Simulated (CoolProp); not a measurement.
The numbers come from the reference Helmholtz-energy equation of state, Lemmon 2003 in CoolProp. It is a pseudo-pure fit of the blend.

Problem. For R404A, give the phase and the cp (kJ/(kg K)), speed of sound (m/s) at 68.25 °C and 0.101 MPa.

Solution. 
- 68.25 °C and 0.101 MPa: gas; cp 0.948, speed of sound 177
